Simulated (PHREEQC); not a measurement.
# Polishing slurry liquid: speciation

A solution holds 0.0023 mol/kgw H2SO4, 0.22 mol/kgw Fe(NO3)3 and 0.17 mol/kgw CuSO4, at 25 °C and 300 atm. Closed to the air; pH follows from the charge balance.

All values are PHREEQC results (ion-association model, phreeqc.dat), not measurements.

This is a speciation only: nothing precipitates in the calculation.

Q: What pH does the model give?

A: pH 1.88.

Q: In which forms is Fe present?

A: FeSO4+ 61 %, Fe+3 23 %, FeOH+2 5.8 %, Fe2(OH)2+4 3.7 %, FeHSO4+2 3.3 %, Fe(SO4)2- 2.3 % of the Fe.

Examples of supersaturated solids here: Hematite (slow to form), Goethite (slow to form). Others may be too. The ionic strength is past about 0.7 mol/kgw, beyond the range of this activity model, so the values are rough. Under pressure, the constants of complexes without a molar volume in the database are unreliable.
